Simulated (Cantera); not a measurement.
Input (Python, Cantera):

```python
import numpy as np
import cantera as ct

gas = ct.Solution("SiF4_NH3_mec.yaml", "gas")
gas.TPX = 2300, 1333, {'NH3': 1, 'H2': 0.25}
reactor = ct.IdealGasConstPressureReactor(gas, energy="off", clone=False)
net = ct.ReactorNet([reactor])
net.rtol, net.atol = 1e-08, 1e-18
show = ['NH3', 'H2', 'N2H4', 'N2', 'H', 'NH2']
times = np.geomspace(0.0001, 80, 14)

steps = ct.SolutionArray(gas, extra=["t"])
rows = []
print(f"{'t/s':>10s}{'T/K':>9s}{'P/Pa':>11s}" + "".join(f"{s:>11s}" for s in show))
for t in times:
    while net.time < t:
        t_next = net.step()
        steps.append(gas.state, t=t_next)
    rows.append([np.interp(t, steps.t, y) for y in (steps.T, steps.P, *steps(*show).X.T)])
    print(f"{t:10.3e}{rows[-1][0]:9.1f}{rows[-1][1]:11.4g}" + "".join(f"{x:11.3e}" for x in rows[-1][2:]))
rate = np.gradient(steps.T, steps.t)
print("integrator steps:", len(steps.t))
if steps.T.max() > steps.T[0] + 200:
    print(f"time of steepest temperature rise: {steps.t[rate.argmax()]:.4e} s")
gas.TPX = 2300, 1333, {'NH3': 1, 'H2': 0.25}
gas.equilibrate("TP")
print(f"equilibrium (TP): T = {gas.T:.1f} K  " + "  ".join(f"{s} {gas[s].X[0]:.3e}" for s in show))
```

It prints:

```
       t/s      T/K       P/Pa        NH3         H2       N2H4         N2          H        NH2
 1.000e-04   2300.0       1333  7.995e-01  2.001e-01  9.136e-11  2.320e-08  3.175e-05  3.518e-04
 2.845e-04   2300.0       1333  7.985e-01  2.004e-01  7.421e-10  2.122e-06  8.284e-05  9.946e-04
 8.094e-04   2300.0       1333  7.956e-01  2.014e-01  5.246e-09  1.302e-04  2.168e-04  2.637e-03
 2.303e-03   2300.0       1333  7.833e-01  2.090e-01  1.486e-08  2.727e-03  3.857e-04  4.435e-03
 6.551e-03   2300.0       1333  7.441e-01  2.373e-01  1.442e-08  1.363e-02  4.523e-04  4.368e-03
 1.864e-02   2300.0       1333  6.458e-01  3.084e-01  1.137e-08  4.110e-02  5.970e-04  3.880e-03
 5.303e-02   2300.0       1333  4.468e-01  4.524e-01  6.509e-09  9.673e-02  9.493e-04  2.936e-03
 1.509e-01   2300.0       1333  1.864e-01  6.406e-01  1.877e-09  1.696e-01  1.720e-03  1.577e-03
 4.292e-01   2300.0       1333  2.484e-02  7.562e-01  1.182e-10  2.147e-01  3.813e-03  3.960e-04
 1.221e+00   2300.0       1333  2.561e-05  7.541e-01  6.077e-15  2.193e-01  2.656e-02  2.858e-06
 3.474e+00   2300.0       1333  1.596e-07  7.192e-01  1.572e-18  2.149e-01  6.588e-02  4.633e-08
 9.884e+00   2300.0       1333  5.183e-08  7.144e-01  2.015e-19  2.143e-01  7.131e-02  1.640e-08
 2.812e+01   2300.0       1333  4.872e-08  7.144e-01  1.788e-19  2.143e-01  7.131e-02  1.541e-08
 8.000e+01   2300.0       1333  4.872e-08  7.144e-01  1.788e-19  2.143e-01  7.131e-02  1.541e-08
integrator steps: 2042
equilibrium (TP): T = 2300.0 K  NH3 4.872e-08  H2 7.144e-01  N2H4 1.788e-19  N2 2.143e-01  H 7.131e-02  NH2 1.541e-08
```

Model: the gas-phase N/H chemistry of the illustrative SiF4/NH3 mechanism in the Surface Chemkin manual (1991), integrated in Cantera. Walls and surfaces, which speed up NH3 decomposition in real reactors, are not modelled.
